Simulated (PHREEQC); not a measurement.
A solution holds 0.0032 mol KH2PO4 and 0.0027 mol Na2CO3 per kg of water, at 30 °C. Closed to the air; pH follows from the charge balance.

Computed with PHREEQC (ion-association model, wateq4f.dat).

This is a speciation only: nothing precipitates in the calculation.

### Question
Order these P species by the share of P that they hold, largest first: NaHPO4-, KHPO4-, HPO4-2, H2PO4-.

### Answer
HPO4-2 (85 %), H2PO4- (14 %), NaHPO4- (0.58 %), KHPO4- (0.34 %)

The pH is 7.84 and the ionic strength 0.0113 mol/kgw. H3PO4, which wateq4f.dat lacks, is added to it with the constant of phreeqc.dat.
